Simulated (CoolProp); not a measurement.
Octamethylcyclotetrasiloxane (D4) along the isotherm 346.85 °C: Z from the reference equation and from simpler models built on Tc = 313.4 °C, pc = 1.347 MPa, ω = 0.598; each cubic takes its own stable root.

The numbers come from the reference Helmholtz-energy equation of state, Thol 2015 in CoolProp.

```json
[
 {"p (MPa)": "0.259", "phase": "gas", "reference": "0.9435"},
 {"p (MPa)": "0.518", "phase": "gas", "reference": "0.8828"},
 {"p (MPa)": "0.777", "phase": "gas", "reference": "0.8169"},
 {"p (MPa)": "1.04", "phase": "gas", "reference": "0.7436"},
 {"p (MPa)": "1.3", "phase": "gas", "reference": "0.6625"},
 {"p (MPa)": "1.55", "phase": "supercritical", "reference": "0.5734"},
 {"p (MPa)": "1.81", "phase": "supercritical", "reference": "0.4682"},
 {"p (MPa)": "2.07", "phase": "supercritical", "reference": "0.3826"},
 {"p (MPa)": "2.33", "phase": "supercritical", "reference": "0.3533"},
 {"p (MPa)": "2.59", "phase": "supercritical", "reference": "0.3542"},
 {"p (MPa)": "2.85", "phase": "supercritical", "reference": "0.3661"},
 {"p (MPa)": "3.11", "phase": "supercritical", "reference": "0.3825"},
 {"p (MPa)": "3.37", "phase": "supercritical", "reference": "0.4011"}
]
```

Question: How far does each simpler model (Redlich-Kwong, Soave-Redlich-Kwong, Peng-Robinson) lie from the reference over these 13 states: mean and median of the absolute difference, and the worst?

Answer: 
- Redlich-Kwong: mean 5.3 %, median 5.4 %, worst -14.6 % at 346.85 °C and 1.81 MPa
- Soave-Redlich-Kwong: mean 9.7 %, median 8.4 %, worst +19.2 % at 346.85 °C and 2.59 MPa
- Peng-Robinson: mean 4.3 %, median 1.9 %, worst +10.0 % at 346.85 °C and 2.33 MPa
